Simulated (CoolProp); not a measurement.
R124 at several states: fugacity coefficient from the reference equation and from simpler models built on Tc = 395.4 K, pc = 3.624 MPa, ω = 0.288; each cubic takes its own stable root.

Model: reference Helmholtz-energy equation of state, de Vries 1995, in CoolProp.

| T (K) | p (MPa) | phase | reference |
|---|---|---|---|
| 435.5 | 9.21 | supercritical | 0.4880 |
| 314.5 | 5.37 | liquid | 0.1207 |
| 208.9 | 0.592 | liquid | 0.01001 |
| 127.1 | 0.116 | liquid | 1.303e-6 |
| 457.8 | 7.45 | supercritical | 0.6288 |

Q: How far does each simpler model (Redlich-Kwong, Soave-Redlich-Kwong, Peng-Robinson) lie from the reference over these 5 states: mean and median of the absolute difference, and the worst?

A: 
- Redlich-Kwong: mean 189.4 %, median 37.7 %, worst +710.4 % at 127.1 K and 0.116 MPa
- Soave-Redlich-Kwong: mean 6.2 %, median 3.8 %, worst +19.2 % at 127.1 K and 0.116 MPa
- Peng-Robinson: mean 16.6 %, median 2.4 %, worst +73.0 % at 127.1 K and 0.116 MPa
